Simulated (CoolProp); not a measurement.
Aqueous calcium chloride as a coolant, 21 % by mass, freezing at -20.0 °C, 1 atm.

Model: Melinder's fits for secondary coolants, in CoolProp.

```csv
T (°C),Prandtl number,viscosity (mPa s),density (kg/m³),conductivity (W/(m K))
-14,29.3,5.19,1198,0.524
-8.4,24.1,4.30,1197,0.532
-2.7,20.0,3.61,1196,0.541
2.9,16.9,3.07,1194,0.549
8.6,14.4,2.64,1193,0.557
14.2,12.4,2.30,1192,0.565
19.9,10.8,2.02,1190,0.573
25.5,9.48,1.79,1188,0.581
31.2,8.37,1.59,1185,0.590
```
